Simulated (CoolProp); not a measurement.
Vapour-liquid equilibrium of R134a (1) + R227EA (2) at 15.6 bar; x and y are mole fractions of (1).

Computed with CoolProp (multi-fluid Helmholtz-energy mixture model, Tillner-Roth 1994 and Lemmon 2016; pair parameters Bell 2016).

**Question.** Give the bubble temperature and the first vapour's composition at x = 0.05, 0.45, 0.95. Is there an azeotrope?

**Answer.** x = 0.05: 344.1 K, y = 0.064; x = 0.45: 336.7 K, y = 0.508; x = 0.95: 330.5 K, y = 0.957. No azeotrope shows between x = 0.05 and 0.95.

Pair parameters are fitted to limited data, so mixtures are less certain than the pure fluids.
